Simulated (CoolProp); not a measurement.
Properties of normal hydrogen along the isobar 1.69 MPa.

Model: reference Helmholtz-energy equation of state, Leachman 2009, in CoolProp.

```json
[
 {"T (K)": "29.8", "phase": "liquid", "Z": "0.2310", "Prandtl number": "1.28"},
 {"T (K)": "40.1", "phase": "supercritical", "Z": "0.6973", "Prandtl number": "1.10"},
 {"T (K)": "50.4", "phase": "supercritical", "Z": "0.8669", "Prandtl number": "0.784"},
 {"T (K)": "60.8", "phase": "supercritical", "Z": "0.9316", "Prandtl number": "0.717"},
 {"T (K)": "71.1", "phase": "supercritical", "Z": "0.9636", "Prandtl number": "0.692"},
 {"T (K)": "81.4", "phase": "supercritical", "Z": "0.9815", "Prandtl number": "0.682"},
 {"T (K)": "91.8", "phase": "supercritical", "Z": "0.9924", "Prandtl number": "0.679"},
 {"T (K)": "102.1", "phase": "supercritical", "Z": "0.9991", "Prandtl number": "0.679"},
 {"T (K)": "112.4", "phase": "supercritical", "Z": "1.004", "Prandtl number": "0.680"}
]
```

Viscosity comes from a separate model (Muzny 2013). Thermal conductivity comes from a separate model (Assael 2011).
